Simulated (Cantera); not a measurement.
**Low-pressure radical oxidation in H2/O2**

An isothermal, constant-pressure homogeneous reactor starts with H₂ : O₂ = 0.026 : 1 (molar parts), at 1400 K and 0.900 Torr.

Detailed kinetics in Cantera: the H2/O2 subset of GRI-Mech 3.0, which has no nitrogen chemistry. Radical loss at walls, strong at low pressure, is not modelled.

```
t (s)         x H₂   x O₂       x O     x H₂O    x H₂O₂
--------  --------  -----  --------  --------  --------
7.00e-5     0.0253  0.975  5.17e-10  1.15e-11    <1e-12
0.000167    0.0253  0.975   2.57e-9  1.39e-10    <1e-12
0.000399    0.0253  0.975   1.13e-8   1.51e-9  3.44e-12
0.000951    0.0253  0.975   4.43e-8   1.43e-8  1.93e-11
0.00227     0.0253  0.975   1.99e-7   1.34e-7  1.06e-10
0.00542     0.0253  0.975   1.96e-6   2.11e-6  5.53e-10
0.0129      0.0249  0.974  0.000236  0.000286   2.22e-9
0.0308    0.000503  0.952    0.0200    0.0220   3.21e-9
0.0736    0.000238  0.951    0.0209    0.0226   2.47e-9
0.176     0.000236  0.951    0.0208    0.0227   2.47e-9
0.419     0.000234  0.952    0.0205    0.0227   2.46e-9
1.00      0.000228  0.952    0.0199    0.0228   2.45e-9
```
x: mole fraction; the columns are a selection and need not sum to one.

Equilibrium at this temperature and pressure: H₂ 3.41e-7, O₂ 0.974, O 2.71e-5, H₂O 0.0256, H₂O₂ 9.79e-11 (gas phase only).
